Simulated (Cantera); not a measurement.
Cantera run:

```python
import numpy as np
import cantera as ct

gas_names = """
    H H2 N NH NH2 NH3 N2 N2H2 N2H4 Si SiH SiH2 SiH3 SiH4 SiN Si2 Si2N Si3
""".split()
cond_names = """
    Si(cr) Si(L) Si3N4(a)
""".split()


def load(file, names, dense=False):
    # The tables refer to 1 bar. Condensed volumes are neglected.
    table = {s.name: s for s in ct.Species.list_from_file(file)}
    out = []
    for n in names:
        d = dict(table[n].input_data)
        d["thermo"] = dict(d["thermo"], **{"reference-pressure": 1e5})
        if dense:
            d["equation-of-state"] = {"model": "constant-volume", "density": "1e6 g/cm^3"}
        out.append(ct.Species.from_dict(d))
    return out


gas = ct.Solution(thermo="ideal-gas", species=load("nasa_gas.yaml", gas_names))
cond = {s.name: ct.Solution(thermo="fixed-stoichiometry", species=[s], name=s.name)
        for s in load("nasa_condensed.yaml", cond_names, dense=True)}
atoms = {
    'trisilylamine': {'Si': 3, 'N': 1, 'H': 9},
    'N2': {'N': 2},
}
top_T = {'Si3N4(a)': 2400}  # K; cautious upper limits of use, not melting points


def equilibrate(T, P, feed):
    n = {}
    for name, mol in feed.items():
        for a, k in atoms[name].items():
            n[a] = n.get(a, 0.0) + k * mol
    gas.TPX = T, P, n
    mass = sum(n.values()) * gas.mean_molecular_weight
    gas.equilibrate("TP")
    valid = [c for c in cond.values() if c.min_temp <= T <= top_T.get(c.name, c.max_temp)]
    mix = ct.Mixture([(gas, mass / gas.mean_molecular_weight)] + [(c, 0.0) for c in valid])
    mix.T, mix.P = T, P
    mix.equilibrate("TP", solver="vcs", rtol=1e-11, max_steps=5000)
    return mix


results = []
P = 1000  # Pa
for T in [1298, 1348, 1398, 1448, 1498, 1548, 1598, 1648, 1698, 1748, 1798]:
    for m in [2.7, 11, 18, 26, 34, 42, 49, 57, 65, 73]:
        feed = {'trisilylamine': 1, 'N2': m}  # mol
        mix = equilibrate(T, P, feed)
        results.append((T, P, feed, dict(zip(mix.species_names, mix.species_moles))))

for T, P, feed, n in results:
    print(f"{T:7g} {feed['N2']:10.4g}  " + (" + ".join(c for c in cond_names if n.get(c, 0) > 1e-12) or "gas only"))
```

It prints:

```
   1298        2.7  Si3N4(a)
   1298         11  Si3N4(a)
   1298         18  Si3N4(a)
   1298         26  Si3N4(a)
   1298         34  Si3N4(a)
   1298         42  Si3N4(a)
   1298         49  Si3N4(a)
   1298         57  Si3N4(a)
   1298         65  Si3N4(a)
   1298         73  Si3N4(a)
   1348        2.7  Si3N4(a)
   1348         11  Si3N4(a)
   1348         18  Si3N4(a)
   1348         26  Si3N4(a)
   1348         34  Si3N4(a)
   1348         42  Si3N4(a)
   1348         49  Si3N4(a)
   1348         57  Si3N4(a)
   1348         65  Si3N4(a)
   1348         73  Si3N4(a)
   1398        2.7  Si3N4(a)
   1398         11  Si3N4(a)
   1398         18  Si3N4(a)
   1398         26  Si3N4(a)
   1398         34  Si3N4(a)
   1398         42  Si3N4(a)
   1398         49  Si3N4(a)
   1398         57  Si3N4(a)
   1398         65  Si3N4(a)
   1398         73  Si3N4(a)
   1448        2.7  Si3N4(a)
   1448         11  Si3N4(a)
   1448         18  Si3N4(a)
   1448         26  Si3N4(a)
   1448         34  Si3N4(a)
   1448         42  Si3N4(a)
   1448         49  Si3N4(a)
   1448         57  Si3N4(a)
   1448         65  Si3N4(a)
   1448         73  Si3N4(a)
   1498        2.7  Si3N4(a)
   1498         11  Si3N4(a)
   1498         18  Si3N4(a)
   1498         26  Si3N4(a)
   1498         34  Si3N4(a)
   1498         42  Si3N4(a)
   1498         49  Si3N4(a)
   1498         57  Si3N4(a)
   1498         65  Si3N4(a)
   1498         73  Si3N4(a)
   1548        2.7  Si3N4(a)
   1548         11  Si3N4(a)
   1548         18  Si3N4(a)
   1548         26  Si3N4(a)
   1548         34  Si3N4(a)
   1548         42  Si3N4(a)
   1548         49  Si3N4(a)
   1548         57  Si3N4(a)
   1548         65  Si3N4(a)
   1548         73  Si3N4(a)
   1598        2.7  Si3N4(a)
   1598         11  Si3N4(a)
   1598         18  Si3N4(a)
   1598         26  Si3N4(a)
   1598         34  Si3N4(a)
   1598         42  Si3N4(a)
   1598         49  Si3N4(a)
   1598         57  Si3N4(a)
   1598         65  Si3N4(a)
   1598         73  Si3N4(a)
   1648        2.7  Si3N4(a)
   1648         11  Si3N4(a)
   1648         18  Si3N4(a)
   1648         26  Si3N4(a)
   1648         34  Si3N4(a)
   1648         42  Si3N4(a)
   1648         49  Si3N4(a)
   1648         57  Si3N4(a)
   1648         65  Si3N4(a)
   1648         73  Si3N4(a)
   1698        2.7  Si3N4(a)
   1698         11  Si3N4(a)
   1698         18  Si3N4(a)
   1698         26  Si3N4(a)
   1698         34  Si3N4(a)
   1698         42  Si3N4(a)
   1698         49  Si3N4(a)
   1698         57  Si3N4(a)
   1698         65  Si3N4(a)
   1698         73  Si3N4(a)
   1748        2.7  Si(L) + Si3N4(a)
   1748         11  Si3N4(a)
   1748         18  Si3N4(a)
   1748         26  Si3N4(a)
   1748         34  Si3N4(a)
   1748         42  Si3N4(a)
   1748         49  Si3N4(a)
   1748         57  Si3N4(a)
   1748         65  Si3N4(a)
   1748         73  Si3N4(a)
   1798        2.7  Si(L)
   1798         11  Si(L)
   1798         18  Si(L)
   1798         26  Si(L) + Si3N4(a)
   1798         34  Si3N4(a)
   1798         42  Si3N4(a)
   1798         49  Si3N4(a)
   1798         57  Si3N4(a)
   1798         65  Si3N4(a)
   1798         73  Si3N4(a)
```

Equilibrium computed with Cantera from the NASA thermochemical tables; the gas is ideal and each condensed phase is pure. The feed counts by its element totals alone. Mutual solubility and eutectic melting of coexisting phases are not modelled.
